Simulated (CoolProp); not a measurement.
Saturation properties of R1234yf (Tc = 367.8 K, pc = 33.84 bar, ω = 0.276).

Values from CoolProp's reference Helmholtz-energy equation of state, Lemmon 2022.

```
T (K)  p (bar)  liquid cp (kJ/(kg K))  surface tension (mN/m)
-----  -------  ---------------------  ----------------------
262.9    2.197                  1.269                    10.9
266.7    2.523                  1.280                    10.4
270.5      [?]                  1.291                     [?]
274.4    3.295                  1.304                     [?]
278.2    3.736                  1.316                    8.77
282      4.221                    [?]                    8.25
285.9      [?]                    [?]                    7.74
289.7    5.347                  1.358                    7.24
293.5    5.979                  1.373                    6.75
297.4    6.684                    [?]                    6.27
301.2      [?]                  1.408                    5.80
```

Complete the blanks.


- 270.5, p (bar): 2.884
- 270.5, surface tension (mN/m): 9.83
- 274.4, surface tension (mN/m): 9.29
- 282, liquid cp (kJ/(kg K)): 1.329
- 285.9, p (bar): 4.766
- 285.9, liquid cp (kJ/(kg K)): 1.343
- 297.4, liquid cp (kJ/(kg K)): 1.390
- 301.2, p (bar): 7.430

It boils at 243.7 K under 1 atm.

Surface tension comes from a separate correlation (Mulero 2012).
